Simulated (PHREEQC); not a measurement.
Consider water at 49 °C with 1.08 mol/kgw KHCO3 and 0.12 mol/kgw NaOH. Closed to the air; pH follows from the charge balance.

Equilibrium calculation in PHREEQC: ion-association model, phreeqc.dat.

Precipitation was switched off in this run.

Problem. Order these C species by the share of C that they hold, largest first: NaHCO3, CO2, NaCO3-, CO3-2, HCO3-.

Solution. HCO3- (87 %), CO3-2 (7.4 %), NaCO3- (4.0 %), NaHCO3 (1.0 %), CO2 (0.26 %)

Problem. Order these Na species by the share of Na that they hold, largest first: Na+, NaCO3-, NaHCO3.

Solution. Na+ (55 %), NaCO3- (36 %), NaHCO3 (9.0 %)

The pH is 8.51 and the ionic strength 1.23 mol/kgw. Ionic strength above about 0.7 mol/kgw puts this run outside the model's range. At this temperature some constants are extrapolated from 25 °C, and those without enthalpy data are left unchanged.
